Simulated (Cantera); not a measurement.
What does this Cantera script print?

```python
import numpy as np
import cantera as ct

gas_names = """
    B BH BH2 BH3 BN B2 H H2 N NH NH2 NH3 N2 N2H2 N2H4
""".split()
cond_names = """
    B(b) B(L) BN(s)
""".split()


# ... load() reads the species with a 1 bar reference pressure and builds the phases ...
atoms = {
    'B2H6': {'B': 2, 'H': 6},
    'NH3': {'N': 1, 'H': 3},
    'H2': {'H': 2},
}
top_T = {'BN(s)': 3200}  # K; cautious upper limits of use, not melting points


# ... equilibrate(T, P, feed) seeds the gas with the atoms and calls Mixture.equilibrate('TP', solver="vcs", rtol=1e-11, max_steps=5000) ...
results = []
feed = {'B2H6': 1, 'NH3': 25, 'H2': 85}  # mol
T = 2148.15  # K
for P in [10, 32, 100, 320, 1000, 3200, 10000, 32000, 100000]:
    mix = equilibrate(T, P, feed)
    results.append((T, P, feed, dict(zip(mix.species_names, mix.species_moles))))

top = {s: max(r[3][s] / sum(r[3][g] for g in gas_names) for r in results) for s in gas_names}
cols = sorted((s for s in top if top[s] > 1e-05), key=lambda s: -top[s])[:9]
seen = [c for c in cond_names if any(r[3].get(c, 0) > 1e-12 for r in results)]
print("log10 of partial pressures in bar; condensed amounts in mol")
print(f"{'P/Pa':>10s}" + "".join(f"{s[:9]:>10s}" for s in cols + seen))
for T, P, feed, n in results:
    ng = sum(n[g] for g in gas_names)
    print(f"{P:10.4g}" + "".join(f"{np.log10(max(n[s] / ng * P / 1e5, 1e-99)):10.3f}" for s in cols)
          + "".join(f"{n.get(c, 0):10.4g}" for c in seen))
```

It prints:

```
log10 of partial pressures in bar; condensed amounts in mol
      P/Pa        H2         H        N2         B       BH2        BH        BN      B(b)     BN(s)
        10    -4.228    -4.494    -5.125    -5.946    -7.280    -7.920    -8.625         0         0
        32    -3.640    -4.200    -4.585    -5.879    -6.626    -7.559    -8.289     1.236         0
       100    -3.100    -3.930    -4.070    -5.879    -6.086    -7.289    -8.031     1.677         0
       320    -2.569    -3.664    -3.553    -5.879    -5.555    -7.024    -7.773     1.811         0
      1000    -2.060    -3.410    -3.052    -5.879    -5.046    -6.770    -7.522     1.852         0
      3200    -1.543    -3.151    -2.574    -6.110    -4.761    -6.742    -7.514         0      1.92
     1e+04    -1.044    -2.902    -2.078    -6.358    -4.509    -6.740    -7.514         0     1.956
   3.2e+04    -0.536    -2.648    -1.572    -6.611    -4.255    -6.740    -7.514         0     1.975
     1e+05    -0.040    -2.400    -1.077    -6.859    -4.006    -6.739    -7.514         0     1.986
```

Cantera equilibrium calculation (NASA polynomials, part measured and part estimated; ideal gas, pure solids and liquids). The feed counts by its element totals alone. The tables' values for BH2 are old estimates; treat these amounts as uncertain.
